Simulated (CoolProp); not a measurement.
Vapour-liquid equilibrium of R13 (1) + R11 (2) at 0.348 bar; x and y are mole fractions of (1).

Computed with CoolProp (multi-fluid Helmholtz-energy mixture model, Platzer 1990 and Jacobsen 1992; pair parameters Bell 2016). This equation is an older, rougher fit; its heat capacities, sound speeds and derivatives of the liquid may be far off and weren't checked against measurements.

**Question.** Give the bubble temperature and the first vapour's composition at x = 0.125, 0.35, 0.575. Is there an azeotrope?

**Answer.** x = 0.125: 198.5 K, y = 0.990; x = 0.35: 183.4 K, y = 0.998; x = 0.575: 179.2 K, y = 0.999. No azeotrope shows between x = 0.05 and 0.95.

The pair parameters rest on a limited set of measurements; away from them the model extrapolates. With so large a gap from Raoult's law the liquid may split in two, which this calculation doesn't test in full.
